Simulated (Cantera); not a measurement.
A jet of 2.03 % CH4, 8.70 % O2, 89.3 % N2 at 300 K and 0.260 bar hits a platinum plate 5.5 cm away at a mass flux of 0.061 kg/m²/s; the plate temperature is set and raised in steps from an oxygen-covered start.

Model: Deutschmann's 1995 Pt surface mechanism with GRI-Mech 3.0 gas chemistry, integrated in Cantera. Catalytic surfaces can have several steady states; this one follows from the mechanism file's or the stated starting coverage.

x: mole fraction at the wall; θ: surface coverage.

| plate T (K) | wall x CH4 | wall x O2 | wall x H2O | wall x OH | wall x CO | wall x CO2 | θ free Pt | θ O* | θ OH* |
|---|---|---|---|---|---|---|---|---|---|
| 950 | 0.00622 | 0.0570 | 0.0262 | 5.75e-8 | 3.07e-6 | 0.0173 | 0.241 | 0.757 | 0.00191 |
| 1000 | ___ | 0.0527 | 0.0300 | ___ | 2.76e-6 | 0.0198 | ___ | ___ | 0.00184 |
| 1050 | 0.00290 | 0.0501 | 0.0322 | 3.54e-7 | 2.57e-6 | 0.0213 | 0.378 | 0.620 | 0.00169 |
| 1100 | 0.00214 | 0.0485 | 0.0335 | 7.57e-7 | 2.48e-6 | 0.0222 | 0.445 | 0.554 | 0.00152 |
| 1150 | 0.00165 | 0.0476 | 0.0343 | 1.50e-6 | 2.50e-6 | 0.0227 | 0.509 | 0.490 | 0.00134 |
| 1200 | 0.00121 | 0.0471 | 0.0348 | 2.83e-6 | 3.24e-6 | 0.0228 | 0.569 | 0.430 | 0.00118 |
| 1250 | ___ | 0.0465 | 0.0354 | ___ | ___ | 0.0231 | 0.626 | ___ | ___ |
| 1300 | 0.000508 | 0.0456 | 0.0364 | 8.46e-6 | 5.77e-6 | 0.0236 | 0.678 | 0.321 | 0.000900 |

Problem. What belongs in the gaps?

Solution. 
- 1000, wall x CH4: 0.00414
- 1000, wall x OH: 1.51e-7
- 1000, θ free Pt: 0.310
- 1000, θ O*: 0.688
- 1250, wall x CH4: 0.000857
- 1250, wall x OH: 5.00e-6
- 1250, wall x CO: 4.29e-6
- 1250, θ O*: 0.373
- 1250, θ OH*: 0.00103
